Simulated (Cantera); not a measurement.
A closed system holds: 1 mol Si₃N₄, 3.3 mol N₂O, a varied amount of H₂, at 1725 °C and 1.00 bar.

These are equilibrium values from Cantera (NASA tables, ideal gas, pure condensed phases), not measurements of a reactor. Candidate condensed phases: H₂O, Si, SiO₂, Si₂N₂O, Si₃N₄; 35 gas species. The tables hold silica as quartz up to 1696 K and as liquid above; real silica turns to tridymite and cristobalite and melts near 1996 K. Kinetics and transport are ignored.

**Question.** At 38 mol H₂, list the 5 most abundant gas species with their mole fractions, and the condensed phases.

**Answer.** H₂ 0.823, N₂ 0.115, SiO 0.0596, H 0.00146, H₂O 0.000967. Condensed: SiO₂(l).
